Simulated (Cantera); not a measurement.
# NO annealing gas

A perfectly stirred reactor is fed with 94.9 % NO, 5.12 % N₂, at 100000 Pa; it is held at 1875 K, and followed from long to short residence time.

Cantera simulation using GRI-Mech 3.0 (53 species, 325 reactions); the numbers are that mechanism's predictions, not measurements.

| τ (s) | x NO | x O₂ | x N₂O | x NO₂ | x O | x N₂ |
|---|---|---|---|---|---|---|
| 1.6 | 0.487 | 0.230 | 9.69e-5 | 0.00110 | 0.000119 | 0.282 |
| 0.65 | 0.650 | 0.148 | 0.000175 | 0.00120 | 9.71e-5 | 0.200 |
| 0.26 | 0.786 | 0.0803 | 0.000260 | 0.00109 | 7.45e-5 | 0.132 |
| 0.10 | 0.875 | 0.0363 | 0.000326 | 0.000873 | 5.49e-5 | 0.0878 |
| 0.040 | 0.917 | 0.0153 | 0.000356 | 0.000685 | 4.22e-5 | 0.0667 |
| 0.016 | 0.936 | 0.00604 | 0.000360 | 0.000560 | 3.46e-5 | 0.0574 |
| 0.0062 | 0.944 | 0.00213 | 0.000337 | 0.000474 | 2.98e-5 | 0.0535 |
| 0.0024 | 0.947 | 0.000641 | 0.000279 | 0.000390 | 2.53e-5 | 0.0520 |
x: mole fraction; the columns are a selection and need not sum to one.
